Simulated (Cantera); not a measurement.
Input (Python, Cantera) and output of one run.

```python
import numpy as np
import cantera as ct

gas_names = [...]  # 151 gases of nasa_gas.yaml made of C, H, N, O, Si
cond_names = """
    C(gr) C6H6(L) C7H8(L) C8H18(L),n-octa H2O(s) H2O(L) Si(cr) Si(L) SiC(b) SiO2(Lqz) SiO2(hqz) SiO2(L)
    Si2N2O(s) Si3N4(a)
""".split()


# ... load() reads the species with a 1 bar reference pressure and builds the phases ...
atoms = {
    'SiC': {'Si': 1, 'C': 1},
    'N2O': {'N': 2, 'O': 1},
    'H2': {'H': 2},
}
top_T = {'C(gr)': 4500, 'SiC(b)': 3050, 'Si2N2O(s)': 2100, 'Si3N4(a)': 2400}  # K; cautious upper limits of use, not melting points


# ... equilibrate(T, P, feed) seeds the gas with the atoms and calls Mixture.equilibrate('TP', solver="vcs", rtol=1e-11, max_steps=5000) ...
results = []
T = 1200  # K
P = 0.3  # Pa
for m in [0.22, 0.26, 0.31, 0.38, 0.46, 0.55, 0.66, 0.8, 0.96, 1.2, 1.4]:
    feed = {'SiC': 1, 'N2O': m, 'H2': 120}  # mol
    mix = equilibrate(T, P, feed)
    results.append((T, P, feed, dict(zip(mix.species_names, mix.species_moles))))
    x = sorted(zip(gas.X, gas.species_names), reverse=True)
    print(f"T = {T:g} K  P = {P:g} Pa  n(N2O) = {m:g} mol  gas = {mix.phase_moles(0):.4g} mol")
    print("   x: " + "  ".join(f"{s} {v:.3e}" for v, s in x if v > 0.001))
    print("   condensed (mol): " + ("  ".join(f"{mix.phase(i).name} {mix.phase_moles(i):.4g}"
          for i in range(1, mix.n_phases) if mix.phase_moles(i) > 1e-12) or "none"))
```

It prints:

```
T = 1200 K  P = 0.3 Pa  n(N2O) = 0.22 mol  gas = 120.4 mol
   x: H2 9.962e-01  N2 1.826e-03
   condensed (mol): SiC(b) 0.89
T = 1200 K  P = 0.3 Pa  n(N2O) = 0.26 mol  gas = 120.5 mol
   x: H2 9.956e-01  N2 2.157e-03  SiO 1.079e-03  CO 1.079e-03
   condensed (mol): SiC(b) 0.87
T = 1200 K  P = 0.3 Pa  n(N2O) = 0.31 mol  gas = 120.6 mol
   x: H2 9.947e-01  N2 2.570e-03  SiO 1.285e-03  CO 1.285e-03
   condensed (mol): SiC(b) 0.845
T = 1200 K  P = 0.3 Pa  n(N2O) = 0.38 mol  gas = 120.7 mol
   x: H2 9.940e-01  N2 2.968e-03  CO 1.664e-03  SiO 1.304e-03
   condensed (mol): SiC(b) 0.7991  Si2N2O(s) 0.02174
T = 1200 K  P = 0.3 Pa  n(N2O) = 0.46 mol  gas = 120.8 mol
   x: H2 9.931e-01  N2 3.397e-03  CO 2.108e-03  SiO 1.289e-03
   condensed (mol): SiC(b) 0.7452  Si2N2O(s) 0.04949
T = 1200 K  P = 0.3 Pa  n(N2O) = 0.55 mol  gas = 120.9 mol
   x: H2 9.921e-01  N2 3.877e-03  CO 2.609e-03  SiO 1.268e-03
   condensed (mol): SiC(b) 0.6844  Si2N2O(s) 0.08114
T = 1200 K  P = 0.3 Pa  n(N2O) = 0.66 mol  gas = 121.1 mol
   x: H2 9.910e-01  N2 4.459e-03  CO 3.221e-03  SiO 1.239e-03
   condensed (mol): SiC(b) 0.61  Si2N2O(s) 0.12
T = 1200 K  P = 0.3 Pa  n(N2O) = 0.8 mol  gas = 121.3 mol
   x: H2 9.895e-01  N2 5.199e-03  CO 3.997e-03  SiO 1.202e-03
   condensed (mol): SiC(b) 0.5152  Si2N2O(s) 0.1695
T = 1200 K  P = 0.3 Pa  n(N2O) = 0.96 mol  gas = 121.5 mol
   x: H2 9.878e-01  N2 6.043e-03  CO 4.881e-03  SiO 1.162e-03
   condensed (mol): SiC(b) 0.407  Si2N2O(s) 0.2259
T = 1200 K  P = 0.3 Pa  n(N2O) = 1.2 mol  gas = 121.8 mol
   x: H2 9.853e-01  N2 7.308e-03  CO 6.199e-03  SiO 1.108e-03
   condensed (mol): SiC(b) 0.245  Si2N2O(s) 0.31
T = 1200 K  P = 0.3 Pa  n(N2O) = 1.4 mol  gas = 122 mol
   x: H2 9.832e-01  N2 8.360e-03  CO 7.291e-03  SiO 1.070e-03
   condensed (mol): SiC(b) 0.1102  Si2N2O(s) 0.3797
```

Cantera equilibrium calculation (NASA polynomials, part measured and part estimated; ideal gas, pure solids and liquids). Mutual solubility and eutectic melting of coexisting phases are not modelled.
